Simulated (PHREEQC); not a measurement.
Make-up at 25 °C: 0.13 mol K2CO3, 0.00032 mol Fe(NO3)3 and 7.5e-06 mol CO2 per kg of water. Closed to the air; pH follows from the charge balance.

The numbers come from PHREEQC with the ion-association model, phreeqc.dat.

No solid was allowed to form.

Q: Estimate the pH, specific conductance.

A: pH 11.32; specific conductance 24500 µS/cm.

Q: In which forms is C present?

A: CO3-2 97 %, HCO3- 3.5 % of the C.

Examples of supersaturated solids here: Fe(OH)3(a), Hematite (slow to form). Others may be too. Species that the database lacks are ignored.
